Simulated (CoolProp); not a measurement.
Saturation properties of hydrogen sulfide (Tc = 100.0 °C, pc = 89.99 bar, ω = 0.101).

Computed with CoolProp (reference Helmholtz-energy equation of state, Lemmon 2006). It is a short technical equation, of lower accuracy than the large ones.

| T (°C) | p (bar) | liquid density (kg/m³) | vapour Z |
|---|---|---|---|
| -50.55 | 1.621 | 931.9 | 0.9678 |
| -42.65 | 2.297 | 917.5 | 0.9590 |
| -34.65 | 3.185 | 902.7 | 0.9486 |
| -26.75 | 4.298 | 887.6 | 0.9369 |
| -18.75 | 5.703 | 871.9 | 0.9234 |
| -10.85 | 7.405 | 855.9 | 0.9085 |
| -2.85 | 9.487 | 839.2 | 0.8916 |
| 5.05 | 11.94 | 822.0 | 0.8733 |
| 13.05 | 14.87 | 803.9 | 0.8528 |
| 20.95 | 18.24 | 785.2 | 0.8306 |
| 28.95 | 22.19 | 765.2 | 0.8059 |
| 36.85 | 26.67 | 744.3 | 0.7792 |
| 44.85 | 31.84 | 721.6 | 0.7495 |
| 52.75 | 37.61 | 697.5 | 0.7171 |
| 60.75 | 44.20 | 670.7 | 0.6806 |

It boils at -60.3 °C under 1 atm.
